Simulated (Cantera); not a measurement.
## Adiabatic ignition

An adiabatic, constant-volume homogeneous reactor starts with 3.41 % C₃H₈, 20.3 % O₂, 76.3 % N₂, at 950 K and 3.50 bar.

Computed with Cantera and GRI-Mech 3.0 (53 species, 325 reactions). GRI-Mech 3.0 was tuned for natural gas; its chemistry of propane as a main component is partial and can be far from experiment. Below about 1000 K GRI-Mech 3.0 lacks low-temperature oxidation paths.

```tsv
t (s)	T (K)	P (bar)	x C₃H₈	x O₂	x H	x CO₂	x CO	x CH₃	x HO₂
2.00e-6	950	3.50	0.0341	0.203	<1e-12	<1e-12	<1e-12	5.63e-11	5.93e-11
6.44e-6	950	3.50	0.0341	0.203	<1e-12	<1e-12	<1e-12	2.20e-10	2.28e-10
2.07e-5	950	3.50	0.0341	0.203	<1e-12	<1e-12	<1e-12	7.77e-10	7.77e-10
6.68e-5	950	3.50	0.0341	0.203	<1e-12	<1e-12	<1e-12	2.61e-9	2.51e-9
0.000215	950	3.50	0.0341	0.203	<1e-12	<1e-12	<1e-12	8.91e-9	7.75e-9
0.000692	950	3.50	0.0341	0.203	<1e-12	<1e-12	<1e-12	3.27e-8	2.15e-8
0.00223	950	3.50	0.0341	0.203	1.77e-12	<1e-12	4.07e-11	1.31e-7	4.46e-8
0.00718	950	3.50	0.0341	0.203	5.26e-12	1.82e-11	2.34e-9	3.35e-7	5.54e-8
0.0231	950	3.50	0.0340	0.203	7.24e-12	1.51e-10	5.88e-8	4.17e-7	6.31e-8
0.0744	950	3.50	0.0340	0.203	1.20e-11	8.53e-10	9.40e-7	4.96e-7	9.46e-8
0.240	950	3.50	0.0336	0.202	5.11e-11	1.35e-8	1.75e-5	7.87e-7	2.81e-7
0.772	2777	10.8	<1e-12	0.0316	0.00148	0.0785	0.0186	<1e-12	1.30e-5
2.48	2777	10.8	<1e-12	0.0316	0.00148	0.0785	0.0186	<1e-12	1.30e-5
8.00	2777	10.8	<1e-12	0.0316	0.00148	0.0785	0.0186	<1e-12	1.30e-5
```
x: mole fraction; the columns are a selection and need not sum to one.

```yaml
time_of_steepest_temperature_rise: 0.552 s
temperature at 8.00 s: 2777 K
equilibrium_temperature: 2777 K
x(C₃H₈) at 8.00 s: <1e-12 (gas-phase equilibrium <1e-12)
x(O₂) at 8.00 s: 0.0316 (gas-phase equilibrium 0.0316)
x(H) at 8.00 s: 0.00148 (gas-phase equilibrium 0.00148)
```
